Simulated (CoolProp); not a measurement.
Properties of isopentane along the isotherm 500 K (Tc = 460.3 K, pc = 33.78 bar, ω = 0.227).

Computed with CoolProp (reference Helmholtz-energy equation of state, Lemmon 2006). It is a short technical equation, of lower accuracy than the large ones.

```
p (bar)          phase       Z  cp (kJ/(kg K))  cv (kJ/(kg K))  Joule-Thomson coefficient (K/MPa)
-------  -------------  ------  --------------  --------------  ---------------------------------
30.7               gas  0.7179           2.999           2.513                              8.752
61.4     supercritical  0.3768           4.529           2.597                              5.101
92.1     supercritical  0.4330           3.490           2.543                              1.305
123      supercritical  0.5279           3.278           2.530                             0.6134
154      supercritical  0.6256           3.181           2.525                             0.3202
184      supercritical  0.7193               ?           2.523                             0.1603
215      supercritical  0.8149           3.086           2.522                                  ?
246      supercritical  0.9091               ?           2.522                           -0.02130
276      supercritical  0.9990           3.037           2.523                           -0.07487
307      supercritical   1.091           3.020           2.523                            -0.1176
338      supercritical   1.181           3.006           2.524                            -0.1515
```

Task: What belongs in the gaps?

Result: 
- 184, cp (kJ/(kg K)): 3.126
- 215, Joule-Thomson coefficient (K/MPa): 0.05333
- 246, cp (kJ/(kg K)): 3.058

The peak of cp marks the crossing from liquid-like to gas-like fluid above the critical point.
